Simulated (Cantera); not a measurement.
Feed: 1 mol Si3N4, 3.5 mol N2O, 3.9 mol N2, at 10.0 Torr.

These are equilibrium values from Cantera (NASA tables, ideal gas, pure condensed phases), not measurements of a reactor. Candidate condensed phases: Si, SiO2, Si2N2O, Si3N4; 16 gas species. Mutual solubility and eutectic melting of coexisting phases are not modelled. The tables hold silica as quartz up to 1696 K and as liquid above; real silica turns to tridymite and cristobalite and melts near 1996 K. The numbers say what is thermodynamically allowed, not how fast it happens.

### Question
Which condensed phases are stable at each of these points (T (K)): 1348, 1498, 1648, 1798, 1948, 2098, 2248?

### Answer
```json
[
 {"T (K)": "1348", "condensed phases": "SiO2(β-quartz) + Si2N2O(s)", "Si condensed (%)": "100.0"},
 {"T (K)": "1498", "condensed phases": "SiO2(β-quartz) + Si2N2O(s)", "Si condensed (%)": "99.8"},
 {"T (K)": "1648", "condensed phases": "SiO2(β-quartz) + Si2N2O(s)", "Si condensed (%)": "92.3"},
 {"T (K)": "1798", "condensed phases": "SiO2(condensed)", "Si condensed (%)": "16.7"},
 {"T (K)": "1948", "condensed phases": "SiO2(condensed)", "Si condensed (%)": "16.7"},
 {"T (K)": "2098", "condensed phases": "SiO2(l)", "Si condensed (%)": "16.6"},
 {"T (K)": "2248", "condensed phases": "SiO2(l)", "Si condensed (%)": "16.0"}
]
```

From 1348 K to 1648 K the condensed part is SiO2(β-quartz) + Si2N2O(s). From 1798 K to 1948 K the condensed part is SiO2(condensed). From 2098 K to 2248 K the condensed part is SiO2(l).
